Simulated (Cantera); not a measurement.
Input: 1 mol SiF4, 74 mol N2, 2.2 mol NH3, equilibrated at 1050 °C and 1000 Pa.

Cantera equilibrium calculation (NASA polynomials, part measured and part estimated; ideal gas, pure solids and liquids). Candidate condensed phases: Si, Si3N4; 37 gas species. The tables' values for SiF3, SiF2 are old estimates; treat these amounts as uncertain. Equilibrium is a limit: real reactors are often held back by kinetics, nucleation or transport.

Base state: N2 0.945, H2 0.0411, SiF4 0.0119, HF 0.000929, SiF3 0.000572, SiHF3 6.08e-5, SiF2 2.23e-5 (mole fractions); condensed: Si3N4(s).

What changes in the equilibrium state with this change: NH3 from 2.2 to 5.2 mol?


| species | before | after |
|---|---|---|
| N2 | 0.945 | 0.897 |
| H2 | 0.0411 | 0.0906 |
| SiF4 | 0.0119 | 0.0109 |
| HF | 0.000929 | 0.00134 |
| SiHF3 | 6.08e-5 | 8.54e-5 |
| SiF3 | 0.000572 | 0.000541 |
| SiF2 | 2.23e-5 | 2.18e-5 |
| Si3N4(s), mol | 0.00166 | 0.00475 |
